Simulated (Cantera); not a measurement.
A Cantera script and its output.

```python
import numpy as np
import cantera as ct

gas = ct.Solution("SiF4_NH3_mec.yaml", "gas")
gas.TPX = 2375, 13332, {'NH3': 1, 'H2': 29}
reactor = ct.IdealGasConstPressureReactor(gas, energy="off", clone=False)
net = ct.ReactorNet([reactor])
net.rtol, net.atol = 1e-08, 1e-18
show = ['NH3', 'H2', 'N2', 'NH2', 'N', 'N2H2']
times = np.geomspace(7e-05, 2, 12)

steps = ct.SolutionArray(gas, extra=["t"])
rows = []
print(f"{'t/s':>10s}{'T/K':>9s}{'P/Pa':>11s}" + "".join(f"{s:>11s}" for s in show))
for t in times:
    while net.time < t:
        t_next = net.step()
        steps.append(gas.state, t=t_next)
    rows.append([np.interp(t, steps.t, y) for y in (steps.T, steps.P, *steps(*show).X.T)])
    print(f"{t:10.3e}{rows[-1][0]:9.1f}{rows[-1][1]:11.4g}" + "".join(f"{x:11.3e}" for x in rows[-1][2:]))
rate = np.gradient(steps.T, steps.t)
print("integrator steps:", len(steps.t))
if steps.T.max() > steps.T[0] + 200:
    print(f"time of steepest temperature rise: {steps.t[rate.argmax()]:.4e} s")
gas.TPX = 2375, 13332, {'NH3': 1, 'H2': 29}
gas.equilibrate("TP")
print(f"equilibrium (TP): T = {gas.T:.1f} K  " + "  ".join(f"{s} {gas[s].X[0]:.3e}" for s in show))
```

It prints:

```
       t/s      T/K       P/Pa        NH3         H2         N2        NH2          N       N2H2
 7.000e-05   2375.0  1.333e+04  3.330e-02  9.664e-01  2.913e-09  2.871e-05  1.460e-09  2.583e-10
 1.779e-04   2375.0  1.333e+04  3.325e-02  9.660e-01  1.540e-07  7.185e-05  2.424e-08  2.449e-09
 4.521e-04   2375.0  1.333e+04  3.311e-02  9.651e-01  5.833e-06  1.790e-04  3.838e-07  2.744e-08
 1.149e-03   2375.0  1.333e+04  3.243e-02  9.632e-01  1.890e-04  4.036e-04  4.560e-06  2.644e-07
 2.920e-03   2375.0  1.333e+04  2.779e-02  9.637e-01  2.344e-03  5.161e-04  1.293e-05  5.943e-07
 7.422e-03   2375.0  1.333e+04  1.634e-02  9.684e-01  7.948e-03  3.747e-04  1.445e-05  3.710e-07
 1.886e-02   2375.0  1.333e+04  3.038e-03  9.698e-01  1.447e-02  1.262e-04  1.625e-05  6.718e-08
 4.794e-02   2375.0  1.333e+04  5.750e-05  9.533e-01  1.585e-02  5.966e-06  4.834e-06  2.823e-10
 1.218e-01   2375.0  1.333e+04  5.048e-06  9.465e-01  1.582e-02  6.476e-07  8.022e-07  3.804e-12
 3.096e-01   2375.0  1.333e+04  1.404e-06  9.464e-01  1.582e-02  1.807e-07  2.252e-07  3.324e-13
 7.869e-01   2375.0  1.333e+04  5.148e-07  9.464e-01  1.582e-02  6.624e-08  8.255e-08  7.825e-14
 2.000e+00   2375.0  1.333e+04  2.434e-07  9.464e-01  1.582e-02  3.132e-08  3.903e-08  4.762e-14
integrator steps: 1488
equilibrium (TP): T = 2375.0 K  NH3 1.848e-07  H2 9.464e-01  N2 1.582e-02  NH2 2.378e-08  N 2.964e-08  N2H2 4.388e-14
```

Computed with Cantera and the gas-phase N/H chemistry of the illustrative SiF4/NH3 mechanism in the Surface Chemkin manual (1991). Walls and surfaces, which speed up NH3 decomposition in real reactors, are not modelled.
